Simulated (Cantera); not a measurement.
Input: 1 mol n-butane, 0.37 mol NH3, 16 mol H2, equilibrated at 23300 Torr.

Cantera equilibrium calculation (NASA polynomials, part measured and part estimated; ideal gas, pure solids and liquids). Candidate condensed phases: C, C6H6, C7H8, C8H18; 92 gas species. The ideal-gas law is rough above about 30 bar. The numbers say what is thermodynamically allowed, not how fast it happens.

### Question
At 775 °C, list the 5 most abundant gas species with their mole fractions, and the condensed phases.

### Answer
H2 0.763, CH4 0.226, N2 0.00999, NH3 0.000888, C2H6 1.76e-5. Condensed: gas only.
